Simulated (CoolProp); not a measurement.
Vapour-liquid equilibrium of propane (1) + R152A (2) at 3.05 bar; x and y are mole fractions of (1).

Model: multi-fluid Helmholtz-energy mixture model, Lemmon 2009 and Outcalt 1996; pair parameters Bell 2016, in CoolProp.

**Question.** Give the bubble temperature and the first vapour's composition at x = 0.05, 0.35, 0.55. Is there an azeotrope?

**Answer.** x = 0.05: 271.6 K, y = 0.206; x = 0.35: 258.5 K, y = 0.606; x = 0.55: 256.7 K, y = 0.675. y crosses x between x = 0.65 and 0.75: the model has an azeotrope there.

Pair parameters are fitted to limited data, so mixtures are less certain than the pure fluids.
